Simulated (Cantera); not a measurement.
What does this Cantera script print?

```python
import numpy as np
import cantera as ct

gas = ct.Solution("h2o2.yaml")
gas.TPX = 523, 12000, {'H2': 1, 'O2': 0.538, 'N2': 2.15}
flame = ct.FreeFlame(gas, width=0.18)
flame.set_refine_criteria(ratio=3, slope=0.08, curve=0.16)
flame.transport_model = "mixture-averaged"
flame.solve(loglevel=0, auto=True)
z, T = flame.grid, flame.T
thick = (T[-1] - T[0]) / np.gradient(T, z).max()
show = ['H2', 'O2', 'OH', 'H2O2', 'HO2', 'H']
print(f"laminar burning velocity  {flame.velocity[0] * 100:.3f} cm/s")
print(f"burnt temperature         {T[-1]:.1f} K")
print(f"thermal thickness         {thick * 1e3:.4f} mm")
print(f"grid points               {len(z)}")
z0 = z[flame.heat_release_rate.argmax()]
print(f"{'z/mm':>9s}{'T/K':>9s}{'u/(m/s)':>9s}" + "".join(f"{s:>11s}" for s in show))
rows = []
for k in (-3, -2, -1.5, -1, -0.5, -0.25, 0, 0.25, 0.5, 1, 2, 4, 8):
    zz = z0 + k * thick
    rows.append([k * thick, np.interp(zz, z, T), np.interp(zz, z, flame.velocity),
                 *(np.interp(zz, z, flame.X[gas.species_index(s)]) for s in show)])
    print(f"{rows[-1][0] * 1e3:9.3f}{rows[-1][1]:9.1f}{rows[-1][2]:9.3f}" + "".join(f"{x:11.3e}" for x in rows[-1][3:]))
```

Output:

```
laminar burning velocity  420.170 cm/s
burnt temperature         2330.2 K
thermal thickness         7.3130 mm
grid points               137
     z/mm      T/K  u/(m/s)         H2         O2         OH       H2O2        HO2          H
  -21.939    523.0    4.202  2.711e-01  1.459e-01  2.895e-20 -7.976e-17  6.535e-15  2.186e-17
  -14.626    523.0    4.202  2.711e-01  1.459e-01  3.941e-17  1.661e-17  2.437e-12  5.709e-14
  -10.969    523.0    4.202  2.711e-01  1.459e-01  6.008e-15  1.168e-14  1.953e-10  1.377e-11
   -7.313    523.0    4.202  2.711e-01  1.459e-01  1.149e-11  2.213e-11  7.958e-08  1.618e-08
   -3.656    528.1    4.237  2.700e-01  1.459e-01  1.957e-05  8.676e-07  5.646e-05  1.196e-04
   -1.828    659.4    5.227  2.486e-01  1.425e-01  3.400e-04  1.968e-06  3.913e-05  6.131e-03
    0.000   1063.3    8.162  1.257e-01  9.996e-02  2.568e-03  6.008e-07  1.464e-05  5.410e-02
    1.828   1341.9   10.175  4.207e-02  4.558e-02  7.162e-03  7.942e-07  5.816e-06  7.575e-02
    3.656   1461.6   11.005  3.797e-02  3.907e-02  9.411e-03  6.347e-07  4.285e-06  6.729e-02
    7.313   1598.4   11.924  3.884e-02  3.577e-02  1.192e-02  3.894e-07  3.277e-06  5.454e-02
   14.626   1747.5   12.895  3.828e-02  3.231e-02  1.430e-02  2.052e-07  2.456e-06  4.140e-02
   29.252   1900.1   13.858  3.571e-02  2.868e-02  1.598e-02  1.083e-07  1.804e-06  2.916e-02
   58.504   2046.6   14.755  3.117e-02  2.502e-02  1.650e-02  6.404e-08  1.346e-06  1.885e-02
```

Detailed kinetics in Cantera: the H2/O2 subset of GRI-Mech 3.0, which has no nitrogen chemistry. Burning velocities carry a grid error of a few per cent, more on coarse grids.
